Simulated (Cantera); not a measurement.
A perfectly stirred reactor is fed with NO : N2 = 1 : 12 (molar parts), at 638 Torr; it is held at 1800 K, and followed from long to short residence time.

Computed with Cantera and GRI-Mech 3.0 (53 species, 325 reactions).

What does this change do: temperature 1800 to 2175 K?


```json
[
 {"quantity": "x(NO) at τ = 3.30 s", "before": "0.0689", "after": "0.0127"},
 {"quantity": "x(O2) at τ = 3.30 s", "before": "0.00397", "after": "0.0319"},
 {"quantity": "x(O) at τ = 3.30 s", "before": "9.29e-6", "after": "0.000450"},
 {"quantity": "x(NO2) at τ = 3.30 s", "before": "2.39e-5", "after": "6.02e-6"},
 {"quantity": "x(N2O) at τ = 3.30 s", "before": "2.03e-6", "after": "3.58e-7"},
 {"quantity": "x(NO) at τ = 15.0 ms", "before": "0.0769", "after": "0.0757"},
 {"quantity": "x(O2) at τ = 15.0 ms", "before": "1.19e-5", "after": "0.000566"},
 {"quantity": "x(O) at τ = 15.0 ms", "before": "3.26e-6", "after": "0.000113"},
 {"quantity": "x(NO2) at τ = 15.0 ms", "before": "8.96e-6", "after": "8.71e-6"},
 {"quantity": "x(N2O) at τ = 15.0 ms", "before": "2.20e-6", "after": "3.05e-6"}
]
```

What does this change do: 0.042 parts H2O added?


```csv
quantity,before,after
x(NO) at τ = 3.30 s,0.0689,0.0686
x(O2) at τ = 3.30 s,0.00397,0.00401
x(O) at τ = 3.30 s,9.29e-6,8.80e-6
x(NO2) at τ = 3.30 s,2.39e-5,2.25e-5
x(N2O) at τ = 3.30 s,2.03e-6,1.95e-6
x(NO) at τ = 15.0 ms,0.0769,0.0766
x(O2) at τ = 15.0 ms,1.19e-5,2.00e-5
x(O) at τ = 15.0 ms,3.26e-6,1.36e-6
x(NO2) at τ = 15.0 ms,8.96e-6,3.87e-6
x(N2O) at τ = 15.0 ms,2.20e-6,2.10e-6
```
